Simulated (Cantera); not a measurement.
Feed: 1 mol SiHCl3, 0.008 mol C2H2, a varied amount of H2, held at 777 °C and 1.00 Torr.

These are equilibrium values from Cantera (NASA tables, ideal gas, pure condensed phases), not measurements of a reactor. Candidate condensed phases: C, C6H6, C7H8, C8H18, Si, SiC; 109 gas species. Mutual solubility and eutectic melting of coexisting phases are not modelled. The tables' values for SiCl3 are old estimates; treat these amounts as uncertain. Rates play no part.

x: gas mole fraction; n: condensed amount in mol.

```
n(H2) (mol)   x H2  x SiCl4   x HCl  x SiCl2   x SiCl3  x SiHCl3  n Si(s)  n SiC(s)
-----------  -----  -------  ------  -------  --------  --------  -------  --------
3.4          0.766    0.111  0.0850   0.0176    0.0104    0.0103    0.269    0.0160
4.8          0.807        …  0.0806        …   0.00816         …    0.287    0.0160
6.6          0.840        …  0.0758        …   0.00639         …    0.309    0.0160
9.1          0.869   0.0403  0.0704   0.0107   0.00487   0.00516    0.337    0.0160
13           0.894   0.0258  0.0639  0.00853   0.00349   0.00376    0.378    0.0160
17           0.911   0.0179  0.0588  0.00710   0.00265   0.00288    0.415    0.0160
24           0.928   0.0106  0.0521  0.00547   0.00179   0.00196    0.474    0.0160
33           0.941  0.00617  0.0458  0.00417   0.00119   0.00132    0.537    0.0160
46           0.953  0.00322  0.0392  0.00301  0.000731  0.000813    0.611    0.0160
63           0.962  0.00158  0.0330  0.00211  0.000429  0.000479    0.685    0.0160
```

### Question
Fill in the missing entries.

### Answer

- 6.6, x SiCl4: 0.0579
- 6.6, x SiCl2: 0.0128
- 6.6, x SiHCl3: 0.00666
- 4.8, x SiCl4: 0.0803
- 4.8, x SiCl2: 0.0150
- 4.8, x SiHCl3: 0.00835
